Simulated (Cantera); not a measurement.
Charge: 1 mol Si, 2.9 mol Cl2, a varied amount of H2, at 700 K and 0.133 bar.

These are equilibrium values from Cantera (NASA tables, ideal gas, pure condensed phases), not measurements of a reactor. Candidate condensed phases: Si; 19 gas species. Rates play no part.

Task: At 9.2 mol H2, list the 4 most abundant gas species with their mole fractions, and the condensed phases.

Result: H2 0.748, HCl 0.162, SiCl4 0.0900, SiHCl3 8.48e-5. Condensed: gas only.
